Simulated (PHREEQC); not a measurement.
Dissolve 0.29 mol HCl, 7.3e-05 mol FeSO4 and 0.008 mol Na2SO4 per kg of water at 55 °C. Closed to the air; pH follows from the charge balance.

Model: ion-association model, phreeqc.dat, run in PHREEQC.

- pH: 0.66
- ionic strength: 0.299 mol/kgw
- activity of water: 0.990
- specific conductance: 161000 µS/cm
- density: 0.992 g/cm³
- total alkalinity: -290 meq/kg

```csv
species,molality,activity,log γ
Cl-,0.290,0.195,-0.173
H+,0.282,0.218,-0.112
Na+,0.0160,0.0115,-0.145
HSO4-,0.00753,0.00542,-0.142
SO4-2,0.000528,0.000124,-0.630
Fe+2,6.43e-5,1.75e-5,-0.564
NaSO4-,1.19e-5,8.45e-6,-0.149
FeCl+,6.55e-6,4.72e-6,-0.142
FeHSO4+,1.59e-6,1.14e-6,-0.142
FeSO4,5.93e-7,6.36e-7,0.030
```

Precipitation was switched off in this run. Species that the database lacks are ignored. Constants without temperature data keep their 25 °C values here.
